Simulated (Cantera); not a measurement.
## Aluminium nitride and oxide growth: Al(CH3)3 + NH3 + N2

Input: 1 mol Al(CH3)3, a varied amount of NH3, 310 mol N2, equilibrated at 75.0 Torr.

Method: chemical equilibrium by Gibbs-energy minimisation in Cantera with the NASA 1993 tables (ideal gas, pure condensed phases). Candidate condensed phases: Al, AlN, C, C6H6, C7H8, C8H18; 97 gas species. The feed counts by its element totals alone. Kinetics and transport are ignored.

Task: Map the stable condensed phases over T = 673, 873, 1073, 1273, 1473, 1673, 1873, 2073, 2273 K and n(NH3) in mol = 0.23, 0.43, 0.79, 1.5, 2.7, 5, 9.3, 17, 32, 59.

Result: 
```
T in K \ n(NH3) in mol
         0.23 0.43 0.79  1.5  2.7    5  9.3   17   32   59
   2273     A    A    A    A    A    A    B    B    B    B
   2073     C    C    C    C    C    C    C    C    A    B
   1873     C    C    C    C    C    C    C    C    C    C
   1673     C    C    C    C    C    C    C    C    C    C
   1473     C    C    C    C    C    C    C    C    C    C
   1273     C    C    C    C    C    C    C    C    C    C
   1073     C    C    C    C    C    C    C    C    C    C
    873     C    C    C    C    C    C    C    C    C    C
    673     C    C    C    C    C    C    C    C    D    D
```
A: C; B: gas only; C: AlN + C; D: AlN.
